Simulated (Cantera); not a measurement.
An adiabatic, constant-volume homogeneous reactor starts with 21.7 % H₂, 16.4 % O₂, 61.8 % N₂, equivalence ratio 0.66, at 1150 K and 500000 Pa.

Model: the H2/O2 subset of GRI-Mech 3.0, which has no nitrogen chemistry, integrated in Cantera. The hydrogen kinetics of GRI-Mech 3.0 are dated; newer H2 mechanisms differ, most at raised pressure.

### Question
Predict: time of steepest temperature rise; temperature at 0.800 s; equilibrium temperature; x(H₂) at 0.800 s; x(O₂) at 0.800 s; x(OH) at 0.800 s; x(HO₂) at 0.800 s; x(O) at 0.800 s.

### Answer
| Quantity | Result |
|---|---|
| time of steepest temperature rise | 41.0 µs |
| temperature at 0.800 s | 2830 K |
| equilibrium temperature | 2830 K |
| x(H₂) at 0.800 s | 0.00676 (gas-phase equilibrium 0.00676) |
| x(O₂) at 0.800 s | 0.0584 (gas-phase equilibrium 0.0584) |
| x(OH) at 0.800 s | 0.0213 (gas-phase equilibrium 0.0213) |
| x(HO₂) at 0.800 s | 3.17e-5 (gas-phase equilibrium 3.17e-5) |
| x(O) at 0.800 s | 0.00444 (gas-phase equilibrium 0.00444) |
